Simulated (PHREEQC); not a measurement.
Consider water at 19 °C with 0.18 mol/kgw H2SO4, 0.0067 mol/kgw LiCl and 0.00019 mol/kgw MgSO4. Closed to the air; pH follows from the charge balance.

Model: ion-association model, phreeqc.dat, run in PHREEQC.

This is a speciation only: nothing precipitates in the calculation.

Task: Estimate the pH, ionic strength.

Result: pH 0.78; ionic strength 0.245 mol/kgw.

Task: In which forms is S present?

Result: HSO4- 84 %, SO4-2 16 % of the S.

Complexes and solids missing from the database can't appear.
